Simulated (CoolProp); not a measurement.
Vapour pressure (bar) of carbon dioxide: the reference equation beside estimates from Tc = 304.1 K, pc = 73.77 bar, ω = 0.224. Clausius-Clapeyron is anchored at 266.8 K with a constant enthalpy of vaporisation of 10.96 kJ/mol.

Model: reference Helmholtz-energy equation of state, Span 1996, in CoolProp.

| T (K) | reference | Lee-Kesler | Clausius-Clapeyron | van der Waals | Redlich-Kwong | Soave-Redlich-Kwong | Peng-Robinson |
|---|---|---|---|---|---|---|---|
| 229.8 | 8.862 | 8.866 | 13.25 | 21.60 | 11.91 | 8.877 | 8.790 |
| 239.1 | 12.43 | 12.42 | 16.56 | 26.08 | 16.01 | 12.47 | 12.32 |
| 248.3 | 16.91 | 16.87 | 20.31 | 31.05 | 20.93 | 16.99 | 16.77 |
| 257.5 | 22.47 | 22.40 | 24.55 | 36.58 | 26.80 | 22.61 | 22.33 |
| 266.8 | 29.35 | 29.23 | 29.35 | 42.75 | 33.77 | 29.58 | 29.23 |
| 276 | 37.55 | 37.40 | 34.60 | 49.45 | 41.78 | 37.89 | 37.51 |
| 285.2 | 47.35 | 47.21 | 40.36 | 56.76 | 50.95 | 47.78 | 47.41 |
| 294.5 | 59.13 | 59.06 | 46.71 | 64.78 | 61.47 | 59.54 | 59.28 |

Absolute difference from the reference over all 8 rows, mean and median: Lee-Kesler 0.2 and 0.3 %, Clausius-Clapeyron 19.5 and 17.4 %, van der Waals 63.3 and 54.2 %, Redlich-Kwong 18.0 and 17.2 %, Soave-Redlich-Kwong 0.6 and 0.7 %, Peng-Robinson 0.5 and 0.5 %.
